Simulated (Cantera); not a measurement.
A closed system holds: 1 mol FeS, 0.3 mol H₂, 0.88 mol N₂, at 13.3 mbar.

Equilibrium computed with Cantera from the NASA thermochemical tables; the gas is ideal and each condensed phase is pure. Candidate condensed phases: Fe, FeS, FeS₂, S; 16 gas species. Metal and sulfide melt together well below either melting point, which pure phases cannot show. Mutual solubility and eutectic melting of coexisting phases are not modelled. FeS: taken at fixed stoichiometry. Equilibrium is a limit: real reactors are often held back by kinetics, nucleation or transport. All values below are at 1675 K.

Base state: N₂ 0.737, H₂ 0.246, S₂ 0.00975, H₂S 0.00476, SH 0.00148, H 0.000498, Fe 0.000311, S 0.000215 (mole fractions); condensed: Fe(δ) + FeS(l).

Q: What changes in the equilibrium state with this change: FeS replaced by CuO?

A: 
| species | before | after |
|---|---|---|
| N₂ | 0.737 | 0.679 |
| H₂O | 0 | 0.231 |
| O₂ | 0 | 0.0783 |
| H₂ | 0.246 | 0.000110 |
| Fe | 0.000311 | 0 |
| Cu | 0 | 0.00823 |
| S₂ | 0.00975 | 0 |
| H₂S | 0.00476 | 0 |
| Fe(δ), mol | 0.0306 | 0 |
| FeS(l), mol | 0.969 | 0 |
| Cu₂O(l), mol | 0 | 0.495 |
Further candidate phases: Cu, CuO, Cu(OH)₂, Cu₂O, H₂O.
